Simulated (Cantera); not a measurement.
Standard-state values (1 bar) from the NASA 1993 polynomials, evaluated with Cantera. Values are per mole of reaction as written; species without (g) are pure solids or liquids, kept so even where they would boil at 1 bar.

6 HF(g) + 2 B → 2 BF3(g) + 3 H2(g), with ΔH° = -636.0 kJ and ΔS° = -153.6 J/K at 300 K.

Problem. How far is the shortcut ΔG° ≈ ΔH°(300 K) − T·ΔS°(300 K) from the full temperature-dependent value at 700, 750, 800, 850, 900, 950, 1000, 1050, 1100, 1150 K?

Solution. 
```csv
T (K),shortcut (kJ),full (kJ),difference (kJ),difference in log10 K
700,-528.4,-527.8,-0.6,0.05
750,-520.8,-520.1,-0.6,0.04
800,-513.1,-512.5,-0.6,0.04
850,-505.4,-504.8,-0.6,0.03
900,-497.7,-497.2,-0.5,0.03
950,-490.0,-489.7,-0.4,0.02
1000,-482.4,-482.1,-0.2,0.01
1050,-474.7,-474.6,-0.1,0.00
1100,-467.0,-467.1,0.1,-0.01
1150,-459.3,-459.7,0.4,-0.02
```
The shortcut ignores the heat-capacity change of the reaction.
